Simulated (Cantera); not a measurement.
Cantera with NASA thermochemical tables; ideal gases at 1 bar, condensed phases pure. Values are per mole of reaction as written; species without (g) are pure solids or liquids, kept so even where they would boil at 1 bar. ZrN: taken at fixed stoichiometry.

3 NO₂(g) + 3 ZrO₂(g) ⇌ 4 O₃(g) + 3 ZrN, with ΔH° = 227.5 kJ and ΔS° = -468.8 J/K at 300 K.

Problem. How far is the shortcut ΔG° ≈ ΔH°(300 K) − T·ΔS°(300 K) from the full temperature-dependent value at 823, 1023, 1223, 1423, 1623, 1823 K?

Solution. 
```tsv
T (K)	shortcut (kJ)	full (kJ)	difference (kJ)	difference in log10 K
823	613.3	600.9	12.4	-0.79
1023	707.0	684.7	22.3	-1.14
1223	800.8	766.4	34.4	-1.47
1423	894.5	846.4	48.1	-1.77
1623	988.3	924.7	63.6	-2.05
1823	1082.0	1001.1	80.9	-2.32
```
The shortcut ignores the heat-capacity change of the reaction.
